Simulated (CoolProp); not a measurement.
A simple Rankine cycle with isobutane: condensing at 301.15 K, boiler at 2.55 MPa, turbine inlet 389.1 K, turbine efficiency 0.7, pump efficiency 0.8, no recuperator. Each further row changes one setting.

Model: reference Helmholtz-energy equation of state, Bücker 2006, in CoolProp.

```csv
case,thermal efficiency (%),net work (kJ/kg),heat in (kJ/kg),turbine exit temperature (K),volume ratio over the turbine
as stated,11.2,47.3,422,327.6,8.71
turbine inlet 409.1 K,11.3,54.8,483,355.3,7.78
condensing temperature 293.15 K,12.2,54.0,441,322.6,11.0
boiler pressure 1.78 MPa,9.8,44.9,459,347.9,5.10
turbine efficiency 0.6,9.4,39.8,422,331.6,8.84
```
